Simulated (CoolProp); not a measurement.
The fluid at 334.12 K and 0.0086 MPa is throttled through a valve to 0.000251 MPa with no heat exchange. The same conditions are run with several fluids, on thermodynamics alone (safety and materials aside).

Computed with CoolProp (reference Helmholtz-energy equation of state of each fluid (ethanol: Schroeder 2014; R13: Platzer 1990; R245ca: Zhou 2016; R245fa: Akasaka 2015; dimethyl carbonate: Zhou 2011)). The equations of Platzer and Polt are older, rougher fits.

```json
[
 {"fluid": "ethanol", "temperature change (K)": "(withheld)", "final density (kg/m³)": "(withheld)"},
 {"fluid": "R13", "temperature change (K)": "(withheld)", "final density (kg/m³)": "0.00944"},
 {"fluid": "R245ca", "temperature change (K)": "-0.2", "final density (kg/m³)": "0.0121"},
 {"fluid": "R245fa", "temperature change (K)": "-0.2", "final density (kg/m³)": "0.0121"},
 {"fluid": "dimethyl carbonate", "temperature change (K)": "-0.2", "final density (kg/m³)": "(withheld)"}
]
```

Question: Fill in the missing entries.

Answer: 
- ethanol, temperature change (K): -0.7
- ethanol, final density (kg/m³): 0.00417
- R13, temperature change (K): -0.1
- dimethyl carbonate, final density (kg/m³): 0.00815
